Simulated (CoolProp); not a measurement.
CHF3 (R23) along the isotherm -16.35 °C: Z from the reference equation and from simpler models built on Tc = 26.1 °C, pc = 48.32 bar, ω = 0.263; each cubic takes its own stable root.

The numbers come from the reference Helmholtz-energy equation of state, Penoncello 2003 in CoolProp.

```
p (bar)   phase  reference  van der Waals  Redlich-Kwong  Soave-Redlich-Kwong
-------  ------  ---------  -------------  -------------  -------------------
32.2     liquid    0.09095         0.1597         0.1152               0.1096
64.4     liquid     0.1780         0.2989         0.2200               0.2116
96.6     liquid     0.2623         0.4305         0.3189               0.3089
129      liquid     0.3450         0.5581         0.4144               0.4033
161      liquid     0.4250         0.6807         0.5059               0.4939
193      liquid     0.5036         0.8007         0.5951               0.5825
225      liquid     0.5809         0.9187         0.6825               0.6694
258      liquid     0.6595          1.039         0.7710               0.7575
290      liquid     0.7347          1.153         0.8555               0.8417
322      liquid     0.8091          1.267         0.9388               0.9248
354      liquid     0.8826          1.379          1.021                1.007
387      liquid     0.9577          1.494          1.105                1.091
419      liquid      1.030          1.605          1.186                1.171
451      liquid      1.101          1.714          1.266                1.251
483      liquid      1.172          1.824          1.345                1.330
```
